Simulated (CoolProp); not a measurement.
Vapour-liquid equilibrium of o-xylene (1) + n-decane (2) at 58.75 °C; x and y are mole fractions of (1).

Computed with CoolProp (multi-fluid Helmholtz-energy mixture model, Zhou 2012 and Lemmon 2006; pair parameters Bell 2016).

```json
[
 {"x": "0.05", "bubble pressure (kPa)": "1.616", "y at the bubble point": "0.161", "dew pressure at overall composition x (kPa)": "1.481", "liquid density (mol/L)": "5.024"},
 {"x": "0.2", "bubble pressure (kPa)": "2.187", "y at the bubble point": "0.478", "dew pressure at overall composition x (kPa)": "1.670", "liquid density (mol/L)": "5.355"},
 {"x": "0.35", "bubble pressure (kPa)": "2.757", "y at the bubble point": "0.663", "dew pressure at overall composition x (kPa)": "1.914", "liquid density (mol/L)": "5.725"},
 {"x": "0.5", "bubble pressure (kPa)": "3.319", "y at the bubble point": "0.784", "dew pressure at overall composition x (kPa)": "2.243", "liquid density (mol/L)": "6.140"},
 {"x": "0.65", "bubble pressure (kPa)": "3.872", "y at the bubble point": "0.869", "dew pressure at overall composition x (kPa)": "2.708", "liquid density (mol/L)": "6.609"},
 {"x": "0.8", "bubble pressure (kPa)": "4.421", "y at the bubble point": "0.934", "dew pressure at overall composition x (kPa)": "3.413", "liquid density (mol/L)": "7.143"},
 {"x": "0.95", "bubble pressure (kPa)": "4.969", "y at the bubble point": "0.985", "dew pressure at overall composition x (kPa)": "4.583", "liquid density (mol/L)": "7.756"}
]
```

No azeotrope shows between x = 0.05 and 0.95.

The pair parameters rest on a limited set of measurements; away from them the model extrapolates.
